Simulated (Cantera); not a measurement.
# Aluminium nitride and oxide growth: AlCl3 + NH3 + H2

A closed system holds: 1 mol AlCl3, 79 mol NH3, 33 mol H2, held at 0.133 bar.

Method: chemical equilibrium by Gibbs-energy minimisation in Cantera with the NASA 1993 tables (ideal gas, pure condensed phases). Candidate condensed phases: Al, AlCl3, AlN, NH4Cl; 20 gas species. The tables' values for AlCl2 are old estimates; treat these amounts as uncertain. The numbers say what is thermodynamically allowed, not how fast it happens.

From 950 °C to 1450 °C the condensed part is AlN(s). From 1550 °C to 1750 °C nothing is condensed. The main Al-bearing gas is AlCl3 at 950 °C and AlCl at 1750 °C.

| T (°C) | x H2 | x N2 | x HCl | x AlCl | n AlN(s) |
|---|---|---|---|---|---|
| 950 | 0.781 | 0.203 | 0.0151 | 3.29e-7 | 0.969 |
| 1050 | 0.782 | 0.203 | 0.0151 | 4.46e-6 | 0.964 |
| 1150 | 0.782 | 0.203 | 0.0150 | 4.14e-5 | 0.951 |
| 1250 | 0.781 | 0.203 | 0.0146 | 0.000280 | 0.894 |
| 1350 | 0.781 | 0.204 | 0.0133 | 0.00138 | 0.665 |
| 1450 | 0.780 | 0.205 | 0.0101 | 0.00464 | 0.0346 |
| 1550 | 0.779 | 0.205 | 0.0101 | 0.00496 | 0 |
| 1650 | 0.778 | 0.204 | 0.0102 | 0.00503 | 0 |
| 1750 | 0.776 | 0.204 | 0.0103 | 0.00504 | 0 |
x: gas mole fraction; n: condensed amount in mol.
